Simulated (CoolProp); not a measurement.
Properties of ethylene along the isobar 3.47 MPa.

Values from CoolProp's reference Helmholtz-energy equation of state, Smukala 2000.

| T (K) | phase | isothermal compressibility (1/MPa) | fugacity coefficient |
|---|---|---|---|
| 224.9 | liquid | 0.005142 | 0.2964 |
| 241 | liquid | 0.008496 | 0.4446 |
| 257 | liquid | 0.01827 | 0.6184 |
| 273.1 | gas | 0.5353 | 0.7471 |
| 289.2 | gas | 0.4202 | 0.7903 |
| 305.3 | gas | 0.3771 | 0.8237 |
| 321.4 | gas | 0.3536 | 0.8504 |
| 337.4 | gas | 0.3388 | 0.8721 |
| 353.5 | gas | 0.3285 | 0.8903 |
| 369.6 | gas | 0.3209 | 0.9055 |
| 385.7 | gas | 0.3151 | 0.9184 |
| 401.8 | gas | 0.3106 | 0.9294 |
| 417.8 | gas | 0.3070 | 0.9388 |
| 433.9 | gas | 0.3040 | 0.9470 |
| 450 | gas | 0.3016 | 0.9540 |
